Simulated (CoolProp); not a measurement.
Properties of R236EA along the isotherm 248 K.

Computed with CoolProp (reference Helmholtz-energy equation of state, Rui 2013).

```json
[
 {"p (MPa)": "0.0162", "phase": "gas", "cp (kJ/(kg K))": "0.7724", "expansivity (1/kK)": "4.192", "Prandtl number": "0.641"},
 {"p (MPa)": "0.0238", "phase": "liquid", "cp (kJ/(kg K))": "1.212", "expansivity (1/kK)": "1.761", "Prandtl number": "10.6"},
 {"p (MPa)": "0.0349", "phase": "liquid", "cp (kJ/(kg K))": "1.212", "expansivity (1/kK)": "1.761", "Prandtl number": "10.6"},
 {"p (MPa)": "0.0512", "phase": "liquid", "cp (kJ/(kg K))": "1.212", "expansivity (1/kK)": "1.760", "Prandtl number": "10.6"},
 {"p (MPa)": "0.0752", "phase": "liquid", "cp (kJ/(kg K))": "1.212", "expansivity (1/kK)": "1.760", "Prandtl number": "10.6"},
 {"p (MPa)": "0.11", "phase": "liquid", "cp (kJ/(kg K))": "1.212", "expansivity (1/kK)": "1.759", "Prandtl number": "10.6"},
 {"p (MPa)": "0.162", "phase": "liquid", "cp (kJ/(kg K))": "1.212", "expansivity (1/kK)": "1.758", "Prandtl number": "10.6"},
 {"p (MPa)": "0.238", "phase": "liquid", "cp (kJ/(kg K))": "1.212", "expansivity (1/kK)": "1.757", "Prandtl number": "10.6"},
 {"p (MPa)": "0.349", "phase": "liquid", "cp (kJ/(kg K))": "1.211", "expansivity (1/kK)": "1.755", "Prandtl number": "10.6"},
 {"p (MPa)": "0.512", "phase": "liquid", "cp (kJ/(kg K))": "1.211", "expansivity (1/kK)": "1.752", "Prandtl number": "10.6"},
 {"p (MPa)": "0.752", "phase": "liquid", "cp (kJ/(kg K))": "1.211", "expansivity (1/kK)": "1.748", "Prandtl number": "10.7"},
 {"p (MPa)": "1.1", "phase": "liquid", "cp (kJ/(kg K))": "1.210", "expansivity (1/kK)": "1.742", "Prandtl number": "10.7"},
 {"p (MPa)": "1.62", "phase": "liquid", "cp (kJ/(kg K))": "1.209", "expansivity (1/kK)": "…", "Prandtl number": "10.8"},
 {"p (MPa)": "2.38", "phase": "liquid", "cp (kJ/(kg K))": "…", "expansivity (1/kK)": "…", "Prandtl number": "10.9"}
]
```

**Question.** Complete the blanks.

**Answer.** 
- 1.62, expansivity (1/kK): 1.733
- 2.38, cp (kJ/(kg K)): 1.208
- 2.38, expansivity (1/kK): 1.721

Viscosity comes from a separate model (Huber 2003), an estimate that may be off by 10 % or more. Thermal conductivity comes from a separate model (Huber 2003), an estimate that may be off by 10 % or more.
